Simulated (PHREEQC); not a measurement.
**Copper plating or etch bath: an equilibrium model**

Make-up at 25 °C: 0.036 mol CuSO4, 0.069 mol H2SO4 and 0.021 mol NaCl per kg of water. Closed to the air; pH follows from the charge balance.

Equilibrium calculation in PHREEQC: ion-association model, phreeqc.dat.

```yaml
pH: 1.23
ionic_strength: 0.192 mol/kgw
specific_conductance: 29500 µS/cm
density: 1.008 g/cm³
total_alkalinity: -138 meq/kg
```

```tsv
species	molality	activity	log γ
H+	0.0742	0.0593	-0.097
HSO4-	0.0638	0.0478	-0.126
SO4-2	0.0279	0.00829	-0.528
Cu+2	0.0232	0.00767	-0.480
Cl-	0.0206	0.0148	-0.144
Na+	0.0202	0.0151	-0.125
CuSO4	0.0124	0.0130	0.019
NaSO4-	0.000839	0.000628	-0.126
CuCl+	0.000423	0.000305	-0.142
CuCl2	2.32e-6	2.42e-6	0.019
CuOH+	1.79e-9	1.29e-9	-0.142
```

Precipitation was switched off in this run. Complexes and solids missing from the database can't appear.
